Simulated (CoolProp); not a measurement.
Ethane along the isotherm -16.85 °C: density (kg/m³) from the reference equation and from simpler models built on Tc = 32.2 °C, pc = 4.872 MPa, ω = 0.099; each cubic takes its own stable root.

Model: reference Helmholtz-energy equation of state, Bücker 2006, in CoolProp.

```tsv
p (MPa)	phase	reference	Redlich-Kwong	Peng-Robinson
2.71	liquid	440.4	399.9	460.1
5.41	liquid	448.8	414.1	473.8
8.12	liquid	455.9	425.7	485.1
10.8	liquid	462.1	435.2	494.7
13.5	liquid	467.6	443.6	503.1
16.2	liquid	472.7	451.0	510.5
18.9	liquid	477.4	457.6	517.2
21.7	liquid	481.8	463.9	523.6
24.4	liquid	485.9	469.3	529.2
```
